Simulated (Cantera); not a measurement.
A closed system holds: 1 mol B2H6, 5.8 mol O2, held at 1673 K and 29.0 Pa.

Equilibrium computed with Cantera from the NASA thermochemical tables; the gas is ideal and each condensed phase is pure. Candidate condensed phases: B, B2O3, B3O3H3, H2O; 23 gas species. The feed counts by its element totals alone. Kinetics and transport are ignored.

Base state: O2 0.408, H2O 0.306, HBO2 0.263, B2O3 0.0128, BO2 0.00501, OH 0.00477, O 0.00125, H2 0.000424 (mole fractions); condensed: gas only.

Task: What changes in the equilibrium state with this change: pressure from 29.0 Pa to 47.0 Pa?

Result: 
```tsv
species	before	after
O2	0.408	0.408
H2O	0.306	0.306
HBO2	0.263	0.263
BO2	0.00501	0.00445
B2O3	0.0128	0.0128
H	0.000138	9.59e-5
H2	0.000424	0.000333
O	0.00125	0.000985
```
Gases not in the tables: H3BO3.
